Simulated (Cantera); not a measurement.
A perfectly stirred reactor is fed with CH₄ : H₂ : N₂ = 0.04 : 1 : 0.00063 (molar parts), at 1330 Pa; it is held at 1525 K, and followed from long to short residence time.

Cantera simulation using GRI-Mech 3.0 (53 species, 325 reactions); the numbers are that mechanism's predictions, not measurements. GRI-Mech 3.0 stops at C3 and has no aromatics, soot or wall deposition, so with more carbon than oxygen in the feed, carbon stays in small species such as C2H2 where larger ones or solid carbon would form. Radical loss at walls, strong at low pressure, is not modelled.

Question: What does this change do: temperature 1525 to 2175 K?

Answer: 
```tsv
quantity	before	after
x(CH₄) at τ = 0.780 s	0.0374	0.000723
x(H₂) at τ = 0.780 s	0.961	0.956
x(C₂H₂) at τ = 0.780 s	0.000405	0.0177
x(C₂H) at τ = 0.780 s	1.25e-10	1.45e-5
x(CH₃) at τ = 0.780 s	0.000107	0.000352
x(CH₄) at τ = 17.0 ms	0.0384	0.0135
x(H₂) at τ = 17.0 ms	0.961	0.962
x(C₂H₂) at τ = 17.0 ms	2.03e-9	0.0104
x(C₂H) at τ = 17.0 ms	<1e-12	3.62e-6
x(CH₃) at τ = 17.0 ms	8.09e-6	0.00278
```

Question: What does this change do: temperature 1525 to 2725 K?

Answer: 
| quantity | before | after |
|---|---|---|
| x(CH₄) at τ = 0.780 s | 0.0374 | 1.97e-6 |
| x(H₂) at τ = 0.780 s | 0.961 | 0.648 |
| x(C₂H₂) at τ = 0.780 s | 0.000405 | 0.0143 |
| x(C₂H) at τ = 0.780 s | 1.25e-10 | 0.000824 |
| x(CH₃) at τ = 0.780 s | 0.000107 | 1.68e-5 |
| x(CH₄) at τ = 17.0 ms | 0.0384 | 0.00105 |
| x(H₂) at τ = 17.0 ms | 0.961 | 0.916 |
| x(C₂H₂) at τ = 17.0 ms | 2.03e-9 | 0.0165 |
| x(C₂H) at τ = 17.0 ms | <1e-12 | 0.000129 |
| x(CH₃) at τ = 17.0 ms | 8.09e-6 | 0.00126 |
